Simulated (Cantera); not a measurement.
Mixture: CO : H2 : CH4 : O2 : N2 = 1 : 1.4 : 0.53 : 2.26 : 6.1 (molar parts), at 7500 Torr, adiabatic and at constant volume. Ignition delay is the time to a rise of 400 K.

Computed with Cantera and GRI-Mech 3.0 (53 species, 325 reactions).

Task: Predict: delay at 1225 K; delay at 1325 K; delay at 1425 K; delay at 1525 K; delay at 1625 K; delay at 1725 K; apparent activation energy between 1525 and 1725 K.

Result: 
| Item | Value |
|---|---|
| delay at 1225 K | 45.2 µs |
| delay at 1325 K | 15.1 µs |
| delay at 1425 K | 7.18 µs |
| delay at 1525 K | 4.07 µs |
| delay at 1625 K | 2.57 µs |
| delay at 1725 K | 1.75 µs |
| apparent activation energy between 1525 and 1725 K | 92 kJ/mol |
